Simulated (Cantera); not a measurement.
Input (Python, Cantera) and output of one run.

```python
import numpy as np
import cantera as ct

gas_names = """
    F F2 N NF NF2 NF3 N2 Si SiF SiF2 SiF3 SiF4 SiN Si2 Si2N Si3
""".split()
cond_names = """
    Si(cr) Si(L) Si3N4(a)
""".split()


# ... load() reads the species with a 1 bar reference pressure and builds the phases ...
atoms = {
    'SiF4': {'Si': 1, 'F': 4},
    'N2': {'N': 2},
}
top_T = {'Si3N4(a)': 2400}  # K; cautious upper limits of use, not melting points


# ... equilibrate(T, P, feed) seeds the gas with the atoms and calls Mixture.equilibrate('TP', solver="vcs", rtol=1e-11, max_steps=5000) ...
results = []
feed = {'SiF4': 1, 'N2': 20}  # mol
T = 923.15  # K
P = 133.322  # Pa
mix = equilibrate(T, P, feed)
results.append((T, P, feed, dict(zip(mix.species_names, mix.species_moles))))
x = sorted(zip(gas.X, gas.species_names), reverse=True)
print(f"T = {T:g} K  P = {P:g} Pa  gas = {mix.phase_moles(0):.4g} mol")
print("   x: " + "  ".join(f"{s} {v:.3e}" for v, s in x if v > 1e-06))
print("   condensed (mol): " + ("  ".join(f"{mix.phase(i).name} {mix.phase_moles(i):.4g}"
      for i in range(1, mix.n_phases) if mix.phase_moles(i) > 1e-12) or "none"))
```

Result:

```
T = 923.15 K  P = 133.322 Pa  gas = 21 mol
   x: N2 9.524e-01  SiF4 4.762e-02
   condensed (mol): none
```

Method: chemical equilibrium by Gibbs-energy minimisation in Cantera with the NASA 1993 tables (ideal gas, pure condensed phases).
